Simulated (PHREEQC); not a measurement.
Dissolve 0.023 mol/kgw HF, 0.093 mol/kgw NH4HF2 and 0.00062 mol/kgw H2SO4 at 25 °C. Closed to the air; pH follows from the charge balance.

All values are PHREEQC results (ion-association model, phreeqc.dat), not measurements.

Each row changes one thing in this solution. This is a speciation only: nothing precipitates in the calculation.

```
case                                     pH  ionic strength (mol/kgw)  HF (mol/kgw)  F- (mol/kgw)  HF2- (mol/kgw)  SO4-2 (mol/kgw)
-------------------------------------  ----  ------------------------  ------------  ------------  --------------  ---------------
as made                                2.93                    0.0947        0.0916        0.0690          0.0242         0.000416
HF from 0.023 to 0.0345 mol/kgw        2.87                    0.0949         0.101        0.0673          0.0261         0.000414
NH4HF2 left out                        2.37                   0.00504        0.0193       0.00325        0.000240         0.000465
NH4HF2 from 0.093 to 0.0465 mol/kgw    2.88                    0.0484        0.0604        0.0380         0.00881         0.000461
H2SO4 from 0.00062 to 6.2e-05 mol/kgw  2.94                    0.0944        0.0905        0.0700          0.0243          4.16e-5
HF from 0.023 to 0.0046 mol/kgw        3.02                    0.0944        0.0766        0.0718          0.0211         0.000419
temperature from 25 to 5 °C            2.79                    0.0952        0.0941        0.0725          0.0212         0.000414
temperature from 25 to 45 °C           3.08                    0.0943        0.0904        0.0670          0.0258         0.000419
```

Species that the database lacks are ignored. At this temperature some constants are extrapolated from 25 °C, and those without enthalpy data are left unchanged.
